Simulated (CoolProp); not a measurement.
Fluorine along the isobar 70.1 bar: fugacity coefficient from the reference equation and from simpler models built on Tc = -128.7 °C, pc = 52.40 bar, ω = 0.045; each cubic takes its own stable root.

The numbers come from the reference Helmholtz-energy equation of state, de Reuck 1990 in CoolProp.

```tsv
T (°C)	phase	reference
-145.95	liquid	0.3068
-130.25	liquid	0.5127
-114.55	supercritical	0.6827
-98.85	supercritical	0.7692
-83.15	supercritical	0.8268
-67.35	supercritical	0.8682
-51.65	supercritical	0.8985
-35.95	supercritical	0.9215
-20.25	supercritical	0.9392
-4.55	supercritical	0.9532
11.15	supercritical	0.9644
26.85	supercritical	0.9735
```

Problem. How far does each simpler model (van der Waals, Soave-Redlich-Kwong) lie from the reference over these 12 states: mean and median of the absolute difference, and the worst?

Solution. 
- van der Waals: mean 4.8 %, median 2.4 %, worst +30.0 % at -145.95 °C and 70.1 bar
- Soave-Redlich-Kwong: mean 0.7 %, median 0.7 %, worst +2.0 % at -145.95 °C and 70.1 bar
